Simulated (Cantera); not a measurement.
A closed system holds: 1 mol SiF4, 2.2 mol NO, 1.6 mol H2, at 1348 K and 0.430 bar.

These are equilibrium values from Cantera (NASA tables, ideal gas, pure condensed phases), not measurements of a reactor. Candidate condensed phases: H2O, Si, SiO2, Si2N2O, Si3N4; 58 gas species. The tables hold silica as quartz up to 1696 K and as liquid above; real silica turns to tridymite and cristobalite and melts near 1996 K. Gases not in the tables: Si(OH)4. The numbers say what is thermodynamically allowed, not how fast it happens.

### Question
What is the equilibrium state?

### Answer
```json
{
  "x(HF)": "0.431",
  "x(N2)": "0.245",
  "x(H2O)": "0.142",
  "x(SiF4)": "0.115",
  "x(O2)": "0.0668",
  "x(NO)": "0.000168",
  "x(OH)": "1.98e-5",
  "x(H2F2)": "1.30e-6",
  "n(SiO2(β-quartz))": "0.483 mol",
  "gas_amount": "4.483 mol",
  "log10 activity of Si(s) (absent)": "-24.41"
}
```
